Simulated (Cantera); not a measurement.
**HMDSO + NO (silicon oxide and oxynitride deposition)**

Feed: 1 mol HMDSO, a varied amount of NO, at 1448.15 K and 19.5 Torr.

These are equilibrium values from Cantera (NASA tables, ideal gas, pure condensed phases), not measurements of a reactor. Candidate condensed phases: C, C₆H₆, C₇H₈, C₈H₁₈, H₂O, Si, SiC, SiO₂, Si₂N₂O, Si₃N₄; 151 gas species. The feed counts by its element totals alone. Mutual solubility and eutectic melting of coexisting phases are not modelled. Kinetics and transport are ignored.

```
n(NO) (mol)   x H₂   x CO     x N₂     x SiO  n C(graphite)  n SiC(s)  n Si₂N₂O(s)
-----------  -----  -----  -------  --------  -------------  --------  -----------
0.66         0.863  0.132  0.00467  0.000207           3.19      1.44        0.281
0.92         0.853  0.142  0.00433  0.000223           3.33      1.17        0.414
1.3          0.838  0.157  0.00392  0.000246           3.53     0.782        0.608
1.8          0.820  0.176  0.00350  0.000276           3.79     0.274        0.861
2.6          0.756  0.218   0.0252  0.000114           3.40         0        0.999
3.6          0.671  0.269   0.0597   8.25e-5           2.40         0        0.999
5.1          0.575  0.326   0.0990   7.05e-5          0.898         0        0.999
```
x: gas mole fraction; n: condensed amount in mol.

From 0.66 mol NO to 1.8 mol NO the condensed part is C(graphite) + SiC(s) + Si₂N₂O(s). From 2.6 mol NO to 5.1 mol NO the condensed part is C(graphite) + Si₂N₂O(s). The main Si-bearing gas is SiO throughout.
